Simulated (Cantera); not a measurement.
Mixture: CH₄ : CO : O₂ : N₂ = 0.53 : 1.4 : 3.91 : 16.4 (molar parts), at 0.987 atm, adiabatic and at constant volume. Ignition delay is the time to a rise of 400 K.

Detailed kinetics in Cantera: GRI-Mech 3.0 (53 species, 325 reactions).

Problem. Predict: delay at 1250 K; delay at 1350 K; delay at 1450 K; delay at 1550 K; apparent activation energy between 1500 and 1600 K.

Solution. 
```
Property                                                 Value
--------------------------------------------------  ----------
delay at 1250 K                                        8.53 ms
delay at 1350 K                                        2.49 ms
delay at 1450 K                                       0.945 ms
delay at 1550 K                                       0.441 ms
apparent activation energy between 1500 and 1600 K  140 kJ/mol
```
